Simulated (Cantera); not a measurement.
A closed system holds: 1 mol SiHCl3, 15 mol N2, at 800 °C and 1.88 Torr.

Method: chemical equilibrium by Gibbs-energy minimisation in Cantera with the NASA 1993 tables (ideal gas, pure condensed phases). Candidate condensed phases: NH4Cl, Si, Si3N4; 28 gas species. N2 is the only nitrogen source here; it is nearly inert below about 1500 K, so the nitride shown seldom forms there in practice. The tables' values for SiCl3 are old estimates; treat these amounts as uncertain. The numbers say what is thermodynamically allowed, not how fast it happens.

Task: What is the equilibrium state?

Result: 
| Item | Value |
|---|---|
| x(N2) | 0.909 |
| x(HCl) | 0.0556 |
| x(SiCl4) | 0.0322 |
| x(H2) | 0.00314 |
| x(SiCl3) | 0.000332 |
| x(SiCl2) | 5.48e-5 |
| x(SiHCl3) | 2.23e-5 |
| n(Si3N4(s)) | 0.158 mol |
| gas amount | 16.16 mol |
| log10 activity of Si(s) (absent) | -4.54 |
